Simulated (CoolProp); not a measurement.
Aqueous potassium acetate as a coolant, 21 % by mass, freezing at -12.1 °C, 1 atm.

Model: Melinder's fits for secondary coolants, in CoolProp.

| T (°C) | viscosity (mPa s) | density (kg/m³) | conductivity (W/(m K)) | Prandtl number |
|---|---|---|---|---|
| -10.9 | 4.60 | 1116 | 0.485 | 32.5 |
| -5.1 | 3.65 | 1115 | 0.493 | 25.5 |
| 0.8 | 2.96 | 1113 | 0.501 | 20.4 |
| 6.7 | 2.45 | 1111 | 0.510 | 16.6 |
| 12.6 | 2.07 | 1109 | 0.518 | … |
| 18.5 | 1.78 | … | 0.526 | 11.8 |
| 24.4 | 1.55 | 1105 | 0.534 | 10.1 |
| 30.3 | … | 1103 | 0.543 | 8.79 |
| 36.2 | 1.21 | 1100 | 0.551 | 7.72 |

### Question
Complete the blanks.

### Answer

- 12.6, Prandtl number: 13.9
- 18.5, density (kg/m³): 1107
- 30.3, viscosity (mPa s): 1.36
